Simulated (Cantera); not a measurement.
A Cantera script and its output.

```python
import numpy as np
import cantera as ct

gas = ct.Solution("SiF4_NH3_mec.yaml", "gas")
gas.TPX = 1775, 2666, {'NH3': 1, 'H2': 6.7}
reactor = ct.IdealGasConstPressureReactor(gas, energy="off", clone=False)
net = ct.ReactorNet([reactor])
net.rtol, net.atol = 1e-08, 1e-18
show = ['NH3', 'H2', 'N', 'N2H2', 'N2', 'NH2', 'H']
times = np.geomspace(1e-06, 4, 11)

steps = ct.SolutionArray(gas, extra=["t"])
rows = []
print(f"{'t/s':>10s}{'T/K':>9s}{'P/Pa':>11s}" + "".join(f"{s:>11s}" for s in show))
for t in times:
    while net.time < t:
        t_next = net.step()
        steps.append(gas.state, t=t_next)
    rows.append([np.interp(t, steps.t, y) for y in (steps.T, steps.P, *steps(*show).X.T)])
    print(f"{t:10.3e}{rows[-1][0]:9.1f}{rows[-1][1]:11.4g}" + "".join(f"{x:11.3e}" for x in rows[-1][2:]))
rate = np.gradient(steps.T, steps.t)
print("integrator steps:", len(steps.t))
if steps.T.max() > steps.T[0] + 200:
    print(f"time of steepest temperature rise: {steps.t[rate.argmax()]:.4e} s")
gas.TPX = 1775, 2666, {'NH3': 1, 'H2': 6.7}
gas.equilibrate("TP")
print(f"equilibrium (TP): T = {gas.T:.1f} K  " + "  ".join(f"{s} {gas[s].X[0]:.3e}" for s in show))
```

Output:

```
       t/s      T/K       P/Pa        NH3         H2          N       N2H2         N2        NH2          H
 1.000e-06   1775.0       2666  1.299e-01  8.701e-01  1.111e-25  1.526e-19  9.447e-25  2.221e-09  2.552e-09
 4.573e-06   1775.0       2666  1.299e-01  8.701e-01  1.609e-22  1.223e-17  1.623e-21  9.174e-09  1.265e-08
 2.091e-05   1775.0       2666  1.299e-01  8.701e-01  2.109e-19  7.436e-16  2.171e-18  3.359e-08  6.622e-08
 9.564e-05   1775.0       2666  1.299e-01  8.701e-01  1.056e-16  4.217e-14  2.271e-15  1.346e-07  3.218e-07
 4.373e-04   1775.0       2666  1.299e-01  8.701e-01  1.739e-14  1.956e-12  1.555e-12  5.957e-07  1.491e-06
 2.000e-03   1775.0       2666  1.299e-01  8.701e-01  1.888e-12  5.586e-11  3.634e-10  2.704e-06  6.839e-06
 9.146e-03   1775.0       2666  1.299e-01  8.701e-01  1.832e-10  1.379e-09  4.686e-08  1.233e-05  3.126e-05
 4.183e-02   1775.0       2666  1.298e-01  8.700e-01  1.630e-08  3.938e-08  6.493e-06  5.514e-05  1.399e-04
 1.913e-01   1775.0       2666  1.288e-01  8.704e-01  1.685e-07  2.577e-07  4.284e-04  1.202e-04  3.078e-04
 8.747e-01   1775.0       2666  1.228e-01  8.737e-01  1.708e-07  2.457e-07  3.054e-03  1.170e-04  3.152e-04
 4.000e+00   1775.0       2666  9.968e-02  8.866e-01  1.689e-07  1.878e-07  1.330e-02  1.013e-04  3.410e-04
integrator steps: 482
equilibrium (TP): T = 1775.0 K  NH3 1.779e-07  H2 9.408e-01  N 3.405e-11  N2H2 8.737e-16  N2 5.742e-02  NH2 8.643e-10  H 1.731e-03
```

Cantera simulation using the gas-phase N/H chemistry of the illustrative SiF4/NH3 mechanism in the Surface Chemkin manual (1991); the numbers are that mechanism's predictions, not measurements. Walls and surfaces, which speed up NH3 decomposition in real reactors, are not modelled.
